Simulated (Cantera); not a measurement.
**Reactions in the system Cl-F**

Source: NASA polynomial tables (part measured, part estimated), evaluated in Cantera. Values are per mole of reaction as written; species without (g) are pure solids or liquids, kept so even where they would boil at 1 bar.

2 Cl(g) = Cl2(g)

| T (K) | ΔH° (kJ) | ΔS° (J/K) | ΔG° (kJ) | log10 K |
|---|---|---|---|---|
| 2300 | -255.4 | -122.6 | 26.6 | -0.60 |
| 2400 | -255.7 | -122.7 | 38.9 | -0.85 |
| 2500 | -256.0 | -122.9 | 51.1 | -1.07 |
| 2600 | -256.2 | -122.9 | 63.4 | -1.27 |
| 2700 | -256.4 | -123.0 | 75.7 | -1.47 |
| 2800 | -256.6 | -123.1 | 88.0 | -1.64 |
| 2900 | -256.7 | -123.1 | 100.4 | -1.81 |

2 F(g) = F2(g)

```tsv
T (K)	ΔH° (kJ)	ΔS° (J/K)	ΔG° (kJ)	log10 K
2300	-169.5	-129.4	128.0	-2.91
2400	-169.8	-129.5	141.0	-3.07
2500	-170.1	-129.6	153.9	-3.22
2600	-170.4	-129.7	166.9	-3.35
2700	-170.7	-129.8	179.9	-3.48
2800	-171.0	-130.0	192.9	-3.60
2900	-171.4	-130.1	205.9	-3.71
```
